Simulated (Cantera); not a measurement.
Feed: 1 mol BN, 2 mol NF₃, 0.61 mol H₂, held at 10.0 mbar.

Method: chemical equilibrium by Gibbs-energy minimisation in Cantera with the NASA 1993 tables (ideal gas, pure condensed phases). Candidate condensed phases: B, BN; 31 gas species. The numbers say what is thermodynamically allowed, not how fast it happens.

**Question.** At 977 °C, list the 4 most abundant gas species with their mole fractions, and the condensed phases.

**Answer.** F 0.320, N₂ 0.273, HF 0.222, BF₃ 0.182. Condensed: gas only.
